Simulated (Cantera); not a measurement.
Charge: 1 mol c-C₄F₈, 0.024 mol HCl, 1 mol H₂, at 2248 K.

These are equilibrium values from Cantera (NASA tables, ideal gas, pure condensed phases), not measurements of a reactor. Candidate condensed phases: C, C₆H₆, C₇H₈, C₈H₁₈; 118 gas species. The feed counts by its element totals alone. Gases not in the tables: C₂F₆ and larger saturated fluorocarbons. Kinetics and transport are ignored.

Task: What share of the C ends up in condensed phases as a function of P (Pa), at 1, 4.20, 18, 75, 320, 1300, 5600, 24000, 100000?

Result: 
```csv
P (Pa),C condensed (%),as
1,96.7,C(graphite)
4.20,94.6,C(graphite)
18,86.5,C(graphite)
75,69.9,C(graphite)
320,54.7,C(graphite)
1300,52.7,C(graphite)
5600,56.1,C(graphite)
24000,59.0,C(graphite)
100000,60.7,C(graphite)
```
